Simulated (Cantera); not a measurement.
**AlN + O₂ + H₂ + H₂O (nitride etching)**

Charge: 1 mol AlN, 9 mol O₂, 15 mol H₂, 0.51 mol H₂O, equilibrated at 0.0100 bar.

Method: chemical equilibrium by Gibbs-energy minimisation in Cantera with the NASA 1993 tables (ideal gas, pure condensed phases). Candidate condensed phases: Al, AlN, Al₂O₃, H₂O; 35 gas species. Kinetics and transport are ignored.

From 1452 °C to 1777 °C the condensed part is Al₂O₃(s). The main Al-bearing gas is AlO₂H throughout.

```json
[
 {"T (°C)": "1452", "x H₂O": "0.922", "x O₂": "0.0444", "x N₂": "0.0296", "x H₂": "0.00114", "x OH": "0.00280", "x H": "6.26e-5", "n Al₂O₃(s)": "0.500"},
 {"T (°C)": "1477", "x H₂O": "0.921", "x O₂": "0.0444", "x N₂": "0.0296", "x H₂": "0.00146", "x OH": "0.00329", "x H": "8.88e-5", "n Al₂O₃(s)": "0.500"},
 {"T (°C)": "1502", "x H₂O": "0.920", "x O₂": "0.0444", "x N₂": "0.0296", "x H₂": "0.00186", "x OH": "0.00385", "x H": "0.000125", "n Al₂O₃(s)": "0.500"},
 {"T (°C)": "1527", "x H₂O": "0.918", "x O₂": "0.0444", "x N₂": "0.0296", "x H₂": "0.00235", "x OH": "0.00448", "x H": "0.000173", "n Al₂O₃(s)": "0.500"},
 {"T (°C)": "1552", "x H₂O": "0.917", "x O₂": "0.0445", "x N₂": "0.0295", "x H₂": "0.00295", "x OH": "0.00520", "x H": "0.000239", "n Al₂O₃(s)": "0.500"},
 {"T (°C)": "1577", "x H₂O": "0.915", "x O₂": "0.0446", "x N₂": "0.0295", "x H₂": "0.00367", "x OH": "0.00601", "x H": "0.000327", "n Al₂O₃(s)": "0.500"},
 {"T (°C)": "1602", "x H₂O": "0.913", "x O₂": "0.0447", "x N₂": "0.0295", "x H₂": "0.00455", "x OH": "0.00692", "x H": "0.000442", "n Al₂O₃(s)": "0.500"},
 {"T (°C)": "1627", "x H₂O": "0.910", "x O₂": "0.0449", "x N₂": "0.0294", "x H₂": "0.00560", "x OH": "0.00793", "x H": "0.000594", "n Al₂O₃(s)": "0.500"},
 {"T (°C)": "1652", "x H₂O": "0.907", "x O₂": "0.0451", "x N₂": "0.0294", "x H₂": "0.00684", "x OH": "0.00907", "x H": "0.000791", "n Al₂O₃(s)": "0.500"},
 {"T (°C)": "1677", "x H₂O": "0.904", "x O₂": "0.0454", "x N₂": "0.0293", "x H₂": "0.00830", "x OH": "0.0103", "x H": "0.00104", "n Al₂O₃(s)": "0.500"},
 {"T (°C)": "1702", "x H₂O": "0.900", "x O₂": "0.0458", "x N₂": "0.0292", "x H₂": "0.0100", "x OH": "0.0117", "x H": "0.00137", "n Al₂O₃(s)": "0.500"},
 {"T (°C)": "1727", "x H₂O": "0.895", "x O₂": "0.0463", "x N₂": "0.0291", "x H₂": "0.0120", "x OH": "0.0133", "x H": "0.00178", "n Al₂O₃(s)": "0.500"},
 {"T (°C)": "1752", "x H₂O": "0.890", "x O₂": "0.0469", "x N₂": "0.0291", "x H₂": "0.0143", "x OH": "0.0150", "x H": "0.00230", "n Al₂O₃(s)": "0.500"},
 {"T (°C)": "1777", "x H₂O": "0.884", "x O₂": "0.0476", "x N₂": "0.0290", "x H₂": "0.0169", "x OH": "0.0169", "x H": "0.00295", "n Al₂O₃(s)": "0.500"}
]
```
x: gas mole fraction; n: condensed amount in mol.
